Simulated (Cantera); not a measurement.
Input: 1 mol Na2SO4, 0.011 mol H2O, at 1698.15 K and 0.000530 bar.

These are equilibrium values from Cantera (NASA tables, ideal gas, pure condensed phases), not measurements of a reactor. Candidate condensed phases: H2O, H2SO4, Na, NaOH, NaO2, Na2O, Na2O2, Na2S, Na2SO4, S; 27 gas species. Equilibrium is a limit: real reactors are often held back by kinetics, nucleation or transport.

Base state: Na 0.495, SO2 0.250, O2 0.248, NaOH 0.00430, NaO 0.00117, O 0.000948, H2O 0.000510, Na2SO4 0.000319 (mole fractions); condensed: gas only.

Problem. What changes in the equilibrium state with this change: H2O from 0.011 to 0.22 mol?

Solution. 
```csv
species,before,after
Na,0.495,0.452
SO2,0.250,0.242
O2,0.248,0.233
H2O,0.000510,0.0363
NaOH,0.00430,0.0326
H2,8.77e-7,6.43e-5
H,5.89e-6,5.04e-5
OH,0.000176,0.00146
```

Problem. What changes in the equilibrium state with this change: temperature from 1698.15 K to 823.15 K?

Solution. 
```
species           before    after
--------------  --------  -------
H2O             0.000510     1.00
O2                 0.248  2.39e-8
NaOH             0.00430  1.39e-8
Na                 0.495    <1e-9
SO2                0.250  6.93e-9
NaO              0.00117    <1e-9
O               0.000948    <1e-9
Na2SO4          0.000319    <1e-9
Na2SO4(s), mol         0     1.00
```

Problem. What changes in the equilibrium state with this change: H2O from 0.011 to 0.076 mol?

Solution. 
| species | before | after |
|---|---|---|
| Na | 0.495 | 0.478 |
| SO2 | 0.250 | 0.248 |
| O2 | 0.248 | 0.243 |
| NaOH | 0.00430 | 0.0179 |
| H2O | 0.000510 | 0.00955 |
| H2 | 8.77e-7 | 1.66e-5 |
| H | 5.89e-6 | 2.56e-5 |
| OH | 0.000176 | 0.000758 |
| Na2SO4 | 0.000319 | 0.000290 |
